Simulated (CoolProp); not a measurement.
Propylene at 294.92 K and 0.386 MPa is compressed adiabatically to 2.64 MPa with isentropic efficiency 0.85. Each further row changes one setting.

The numbers come from the reference Helmholtz-energy equation of state, Lemmon 2013 in CoolProp.

| case | work (kJ/kg) | final temperature (K) | final density (kg/m³) |
|---|---|---|---|
| as stated | 134 | 393.2 | 41.1 |
| efficiency 1 | 114 | 384.1 | 42.9 |
| efficiency 0.65 | 175 | 411.9 | 37.9 |
